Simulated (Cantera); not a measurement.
A closed system holds: 1 mol MgSO₄, 2.5 mol CO₂, 3 mol H₂O, at 923 K and 1.33 mbar.

Cantera equilibrium calculation (NASA polynomials, part measured and part estimated; ideal gas, pure solids and liquids). Candidate condensed phases: C, C₆H₆, C₇H₈, C₈H₁₈, H₂O, H₂SO₄, Mg, MgCO₃, MgO, Mg(OH)₂, MgS, MgSO₄, S; 130 gas species. Equilibrium is a limit: real reactors are often held back by kinetics, nucleation or transport.

Base state: H₂O 0.533, CO₂ 0.444, SO₂ 0.0152, O₂ 0.00762, SO₃ 0.000234 (mole fractions); condensed: MgO(s) + MgSO₄(s).

### Question
What changes in the equilibrium state with this change: pressure from 1.33 mbar to 1.70 mbar?

### Answer
```tsv
species	before	after
H₂O	0.533	0.536
CO₂	0.444	0.446
SO₂	0.0152	0.0119
O₂	0.00762	0.00597
SO₃	0.000234	0.000183
MgO(s), mol	0.0871	0.0679
MgSO₄(s), mol	0.913	0.932
```

### Question
What changes in the equilibrium state with this change: pressure from 1.33 mbar to 1.00 bar?

### Answer
| species | before | after |
|---|---|---|
| H₂O | 0.533 | 0.545 |
| CO₂ | 0.444 | 0.455 |
| SO₂ | 0.0152 | 2.03e-5 |
| O₂ | 0.00762 | 1.02e-5 |
| SO₃ | 0.000234 | 3.12e-7 |
| MgO(s), mol | 0.0871 | 0.000113 |
| MgSO₄(s), mol | 0.913 | 1.000 |
